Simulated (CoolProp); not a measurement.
Vapour-liquid equilibrium of R113 (1) + acetone (2) at 15.6 bar; x and y are mole fractions of (1).

Values from CoolProp's multi-fluid Helmholtz-energy mixture model, Marx 1992 and Lemmon 2006; pair parameters Bell 2016.

Question: Give the bubble temperature and the first vapour's composition at x = 0.05, 0.275, 0.95. Is there an azeotrope?

Answer: x = 0.05: 164.5 °C, y = 0.072; x = 0.275: 158.6 °C, y = 0.324; x = 0.95: 162.1 °C, y = 0.931. y crosses x between x = 0.5 and 0.575: the model has an azeotrope there.

The pair parameters rest on a limited set of measurements; away from them the model extrapolates.
